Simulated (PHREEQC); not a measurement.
## Acid rinse or clean (model solution)

Make-up at 60 °C: 6.8 mmol/kgw HCl and 5.1 mmol/kgw FeCl3. Closed to the air; pH follows from the charge balance.

Model: ion-association model, wateq4f.dat, run in PHREEQC.

| Property | Value |
|---|---|
| pH | 2.05 |
| ionic strength | 0.0291 mol/kgw |
| total alkalinity | -17.0 meq/kg |

```tsv
species	molality	activity	log γ
Cl-	0.0213	0.0178	-0.077
H+	0.0102	0.00887	-0.062
FeOH+2	0.00261	0.00134	-0.290
Fe+3	0.00104	0.000291	-0.554
FeCl+2	0.000822	0.000422	-0.290
Fe2(OH)2+4	0.000208	1.32e-5	-1.196
Fe(OH)2+	0.000193	0.000164	-0.071
FeCl2+	1.48e-5	1.24e-5	-0.075
Fe3(OH)4+5	1.86e-6	2.52e-8	-1.869
FeCl3	2.20e-8	2.21e-8	0.003
Fe(OH)3	9.26e-9	9.32e-9	0.003
```

This is a speciation only: nothing precipitates in the calculation. Saturation is exceeded, for instance for Hematite (slow to form), Goethite (slow to form); the values hold only as long as no solid forms. At this temperature some constants are extrapolated from 25 °C, and those without enthalpy data are left unchanged.
